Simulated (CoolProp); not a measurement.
Vapour-liquid equilibrium of diethyl ether (1) + acetone (2) at 0.271 MPa; x and y are mole fractions of (1).

Values from CoolProp's multi-fluid Helmholtz-energy mixture model, Thol 2014 and Lemmon 2006; pair parameters Bell 2016.

Problem. Give the bubble temperature and the first vapour's composition at x = 0.35, 0.65, 0.8. Is there an azeotrope?

Solution. x = 0.35: 346.8 K, y = 0.542; x = 0.65: 340.9 K, y = 0.756; x = 0.8: 339.4 K, y = 0.844. No azeotrope shows between x = 0.05 and 0.95.

The pair parameters rest on a limited set of measurements; away from them the model extrapolates.
